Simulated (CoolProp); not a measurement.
Propane at several states: Z from the reference equation and from simpler models built on Tc = 369.9 K, pc = 4.251 MPa, ω = 0.152; each cubic takes its own stable root.

The numbers come from the reference Helmholtz-energy equation of state, Lemmon 2009 in CoolProp.

```tsv
T (K)	p (MPa)	phase	reference	Redlich-Kwong	Peng-Robinson
132.2	2.4	liquid	…	…	…
486.8	1.56	gas	…	0.9448	…
499	0.78	gas	0.9770	0.9746	0.9732
```

Task: Some entries are withheld; supply them.

Result: 
- 132.2, reference: 0.1402
- 132.2, Redlich-Kwong: 0.1503
- 132.2, Peng-Robinson: 0.1343
- 486.8, reference: 0.9495
- 486.8, Peng-Robinson: 0.9419
